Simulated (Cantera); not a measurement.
An isothermal, constant-pressure homogeneous reactor starts with 18.9 % CH₄, 79.2 % CO₂, 1.89 % H₂, at 1723 K and 1.00 bar.

Computed with Cantera and GRI-Mech 3.0 (53 species, 325 reactions).

x: mole fraction; the columns are a selection and need not sum to one.

| t (s) | x CH₄ | x CO₂ | x H₂ | x CH₂ | x O | x OH |
|---|---|---|---|---|---|---|
| 1.00e-6 | 0.189 | 0.792 | 0.0189 | 1.99e-11 | 1.20e-11 | 3.86e-8 |
| 5.99e-6 | 0.189 | 0.792 | 0.0189 | 6.37e-10 | 1.25e-11 | 5.06e-8 |
| 3.59e-5 | 0.188 | 0.792 | 0.0190 | (withheld) | 1.97e-11 | (withheld) |
| 0.000215 | 0.186 | 0.791 | 0.0204 | 1.74e-7 | 9.02e-11 | 3.90e-7 |
| 0.00129 | 0.158 | 0.769 | 0.0426 | 3.26e-7 | 2.83e-10 | 1.15e-6 |
| 0.00774 | 0.0800 | 0.637 | 0.0758 | 2.55e-7 | 3.82e-10 | 3.28e-6 |
| 0.0464 | 0.00999 | 0.407 | 0.0459 | 3.27e-7 | 9.19e-10 | 9.96e-6 |
| 0.278 | (withheld) | (withheld) | (withheld) | (withheld) | (withheld) | (withheld) |
| 1.67 | 1.44e-5 | 0.250 | 0.0993 | 8.35e-11 | 2.64e-9 | 5.86e-6 |
| 10.0 | 9.45e-10 | 0.250 | 0.0993 | <1e-12 | 2.78e-9 | 6.01e-6 |

Question: Complete the blanks.

Answer: 
- 3.59e-5, x CH₂: 1.81e-8
- 3.59e-5, x OH: 1.22e-7
- 0.278, x CH₄: 0.00422
- 0.278, x CO₂: 0.283
- 0.278, x H₂: 0.0835
- 0.278, x CH₂: 5.57e-8
- 0.278, x O: 1.67e-9
- 0.278, x OH: 6.71e-6
